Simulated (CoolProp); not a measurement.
A single-stage vapour-compression cycle with n-perfluorobutane: evaporating at 279.15 K (dew point), condensing at 338.15 K (bubble point), superheat 0 K, subcooling 8 K, compressor efficiency 0.7, no pressure losses. Each further row changes one setting.

The numbers come from the reference Helmholtz-energy equation of state, Gao 2022 in CoolProp.

```tsv
case	cooling COP	pressure ratio	discharge temperature (K)	refrigerating effect (kJ/kg)	volumetric capacity (kJ/m³)
as stated	1.80	5.88	338.1	35.7	539
evaporating temperature 284.15 K	2.20	?	338.1	?	?
condensing temperature 333.15 K	2.22	5.20	333.1	41.8	?
subcooling 13 K	2.11	5.88	338.1	41.8	?
superheat 10 K	2.00	5.88	338.1	44.3	641
compressor efficiency 0.6	?	5.88	338.1	35.7	539
```

Problem. What belongs in the gaps?

Solution. 
- evaporating temperature 284.15 K, pressure ratio: 4.90
- evaporating temperature 284.15 K, refrigerating effect (kJ/kg): 39.6
- evaporating temperature 284.15 K, volumetric capacity (kJ/m³): 712
- condensing temperature 333.15 K, volumetric capacity (kJ/m³): 630
- subcooling 13 K, volumetric capacity (kJ/m³): 631
- compressor efficiency 0.6, cooling COP: 1.55

The compression ends wet for: as stated; evaporating temperature 284.15 K; condensing temperature 333.15 K; subcooling 13 K; superheat 10 K; compressor efficiency 0.6.
